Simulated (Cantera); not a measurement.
Input: 1 mol Zr, 0.011 mol H2O, 36 mol H2, equilibrated at 2225 K and 0.160 bar.

Equilibrium computed with Cantera from the NASA thermochemical tables; the gas is ideal and each condensed phase is pure. Candidate condensed phases: H2O, Zr, ZrO2; 12 gas species. Mutual solubility and eutectic melting of coexisting phases are not modelled. Condensed phases not in the tables: N, O or C dissolved in the metal. The numbers say what is thermodynamically allowed, not how fast it happens.

Base state: H2 0.984, H 0.0161, ZrO 1.30e-5 (mole fractions); condensed: Zr(l) + ZrO2(tetragonal).

### Question
What changes in the equilibrium state with this change: temperature from 2225 K to 2173.15 K?

### Answer
```csv
species,before,after
H2,0.984,0.988
H,0.0161,0.0120
ZrO,1.30e-5,6.00e-6
"Zr(l), mol",0.994,0.994
"ZrO2(tetragonal), mol",0.00515,0.00531
```

### Question
What changes in the equilibrium state with this change: pressure from 0.160 bar to 5.00e-5 bar?

### Answer
```csv
species,before,after
H,0.0161,0.587
H2,0.984,0.411
Zr,5.62e-7,0.00180
ZrO,1.30e-5,0.000215
"Zr(l), mol",0.994,0.897
"ZrO2(tetragonal), mol",0.00515,0
```

### Question
What changes in the equilibrium state with this change: Zr replaced by Cr?

### Answer
| species | before | after |
|---|---|---|
| H2 | 0.984 | 0.957 |
| Cr | 0 | 0.0268 |
| H | 0.0161 | 0.0158 |
| H2O | 6.24e-6 | 0.000287 |
| ZrO | 1.30e-5 | 0 |
| Zr(l), mol | 0.994 | 0 |
| ZrO2(tetragonal), mol | 0.00515 | 0 |
Further candidate phases: Cr, Cr2O3.
